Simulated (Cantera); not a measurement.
Source: NASA polynomial tables (part measured, part estimated), evaluated in Cantera. Values are per mole of reaction as written; species without (g) are pure solids or liquids, kept so even where they would boil at 1 bar.

Si(g) + 2 C ⇌ SiC2(g), with ΔH° = 165.1 kJ and ΔS° = 57.3 J/K at 300 K.

Q: How far is the shortcut ΔG° ≈ ΔH°(300 K) − T·ΔS°(300 K) from the full temperature-dependent value at 1373, 1473, 1573, 1673, 1773, 1873 K?

A: 
```
T (K)  shortcut (kJ)  full (kJ)  difference (kJ)  difference in log10 K
-----  -------------  ---------  ---------------  ---------------------
1373            86.4       86.1              0.3                  -0.01
1473            80.6       80.6              0.0                   0.00
1573            74.9       75.3             -0.4                   0.01
1673            69.2       69.9             -0.8                   0.02
1773            63.4       64.7             -1.3                   0.04
1873            57.7       59.5             -1.8                   0.05
```
The shortcut ignores the heat-capacity change of the reaction.
